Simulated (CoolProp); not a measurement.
Vapour-liquid equilibrium of C3F8 (R218) (1) + c-C4F8 (RC318) (2) at 44.35 °C; x and y are mole fractions of (1).

The numbers come from the multi-fluid Helmholtz-energy mixture model, Lemmon 2006 and Platzer 1990; pair parameters Bell 2016 in CoolProp. This equation is an older, rougher fit; its heat capacities, sound speeds and derivatives of the liquid may be far off and weren't checked against measurements.

```json
[
 {"x": "0.05", "bubble pressure (bar)": "5.676", "y at the bubble point": "0.067", "dew pressure at overall composition x (bar)": "5.643", "liquid density (mol/L)": "7.086"},
 {"x": "0.125", "bubble pressure (bar)": "5.922", "y at the bubble point": "0.176", "dew pressure at overall composition x (bar)": "5.798", "liquid density (mol/L)": "7.092"},
 {"x": "0.2", "bubble pressure (bar)": "6.255", "y at the bubble point": "0.287", "dew pressure at overall composition x (bar)": "5.987", "liquid density (mol/L)": "7.090"},
 {"x": "0.275", "bubble pressure (bar)": "6.676", "y at the bubble point": "0.396", "dew pressure at overall composition x (bar)": "6.214", "liquid density (mol/L)": "7.080"},
 {"x": "0.35", "bubble pressure (bar)": "7.183", "y at the bubble point": "0.498", "dew pressure at overall composition x (bar)": "6.485", "liquid density (mol/L)": "7.061"},
 {"x": "0.425", "bubble pressure (bar)": "7.770", "y at the bubble point": "0.590", "dew pressure at overall composition x (bar)": "6.808", "liquid density (mol/L)": "7.033"},
 {"x": "0.5", "bubble pressure (bar)": "8.429", "y at the bubble point": "0.671", "dew pressure at overall composition x (bar)": "7.196", "liquid density (mol/L)": "6.994"},
 {"x": "0.575", "bubble pressure (bar)": "9.152", "y at the bubble point": "0.742", "dew pressure at overall composition x (bar)": "7.664", "liquid density (mol/L)": "6.945"},
 {"x": "0.65", "bubble pressure (bar)": "9.930", "y at the bubble point": "0.804", "dew pressure at overall composition x (bar)": "8.240", "liquid density (mol/L)": "6.883"},
 {"x": "0.725", "bubble pressure (bar)": "10.76", "y at the bubble point": "0.856", "dew pressure at overall composition x (bar)": "8.959", "liquid density (mol/L)": "6.806"},
 {"x": "0.8", "bubble pressure (bar)": "11.62", "y at the bubble point": "0.902", "dew pressure at overall composition x (bar)": "9.881", "liquid density (mol/L)": "6.712"},
 {"x": "0.875", "bubble pressure (bar)": "12.54", "y at the bubble point": "0.942", "dew pressure at overall composition x (bar)": "11.10", "liquid density (mol/L)": "6.597"},
 {"x": "0.95", "bubble pressure (bar)": "13.49", "y at the bubble point": "0.978", "dew pressure at overall composition x (bar)": "12.74", "liquid density (mol/L)": "6.455"}
]
```

No azeotrope shows between x = 0.05 and 0.95.

The pair parameters rest on a limited set of measurements; away from them the model extrapolates.
